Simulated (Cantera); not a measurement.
**Reactions in the system H-O-Si**

Standard-state values (1 bar) from the NASA 1993 polynomials, evaluated with Cantera. Values are per mole of reaction as written; species without (g) are pure solids or liquids, kept so even where they would boil at 1 bar.

3 SiH4(g) + 2 O3(g) → 3 Si + 6 H2O(g)

```csv
T (K),ΔH° (kJ),ΔS° (J/K),ΔG° (kJ),log10 K
300,-1837.4,97.8,-1866.7,325.01
1200,-1849.0,95.2,-1963.2,85.45
1250,-1850.7,93.8,-1967.9,82.23
1300,-1852.4,92.4,-1972.6,79.26
1350,-1854.1,91.2,-1977.2,76.50
1400,-1855.8,89.9,-1981.7,73.94
```
